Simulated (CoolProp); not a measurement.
Vapour-liquid equilibrium of cyclohexane (1) + p-xylene (2) at 7.92 kPa; x and y are mole fractions of (1).

Computed with CoolProp (multi-fluid Helmholtz-energy mixture model, Zhou 2014 and Zhou 2012; pair parameters Bell 2016).

| x | bubble temperature (K) | y at the bubble point | dew temperature at overall composition x (K) | liquid density (mol/L) |
|---|---|---|---|---|
| 0.05 | 327.2 | 0.368 | 335.4 | 7.875 |
| 0.125 | 317.7 | 0.627 | ___ | 8.026 |
| 0.2 | 311.3 | 0.751 | 331.8 | 8.155 |
| 0.275 | ___ | 0.821 | 329.9 | 8.271 |
| 0.35 | ___ | 0.865 | 327.7 | 8.381 |
| 0.425 | 300.3 | 0.895 | 325.4 | 8.487 |
| 0.5 | 298.0 | 0.917 | 322.8 | 8.591 |
| 0.575 | 296.0 | 0.935 | 320.0 | 8.695 |
| 0.65 | 294.2 | 0.949 | 316.7 | 8.799 |
| 0.725 | 292.7 | 0.962 | 312.8 | 8.905 |
| 0.8 | 291.2 | 0.973 | 308.1 | 9.013 |
| 0.875 | 289.8 | 0.983 | 302.2 | 9.123 |
| 0.95 | ___ | 0.993 | 294.2 | 9.236 |

**Question.** What belongs in the gaps?

**Answer.** 
- 0.125, dew temperature at overall composition x (K): 333.6
- 0.275, bubble temperature (K): 306.6
- 0.35, bubble temperature (K): 303.1
- 0.95, bubble temperature (K): 288.5

No azeotrope shows between x = 0.05 and 0.95.

The pair parameters rest on a limited set of measurements; away from them the model extrapolates.
